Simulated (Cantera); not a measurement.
Input: 1 mol C2H5OH, 52 mol H2, 25 mol N2, equilibrated at 2775 K.

These are equilibrium values from Cantera (NASA tables, ideal gas, pure condensed phases), not measurements of a reactor. Candidate condensed phases: C, C6H6, C7H8, C8H18, H2O; 136 gas species. The numbers say what is thermodynamically allowed, not how fast it happens.

### Question
At 4.60 bar, list the 4 most abundant gas species with their mole fractions, and the condensed phases.

### Answer
H2 0.649, N2 0.299, H 0.0281, CO 0.0122. Condensed: gas only.
